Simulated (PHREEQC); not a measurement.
Consider water at 25 °C with 4.5 mmol/kgw FeCl3, 53 mmol/kgw H3AsO4 and 2.1 mmol/kgw HCl. Closed to the air; pH follows from the charge balance.

The numbers come from PHREEQC with the ion-association model, wateq4f.dat.

This is a speciation only: nothing precipitates in the calculation.

Problem. Predict the pH, ionic strength.

Solution. pH 1.81; ionic strength 0.0408 mol/kgw.

Problem. In which forms is Fe present?

Solution. Fe+3 68 %, FeOH+2 15 %, FeCl+2 14 %, Fe2(OH)2+4 2.5 % of the Fe.

The solution is supersaturated, for example in Scorodite, Hematite (slow to form), so a real one may precipitate; this is no full list. Complexes and solids missing from the database can't appear. The database's scorodite may be far more soluble than the real mineral, and it has no iron arsenate complexes; the constant wasn't checked at its source.
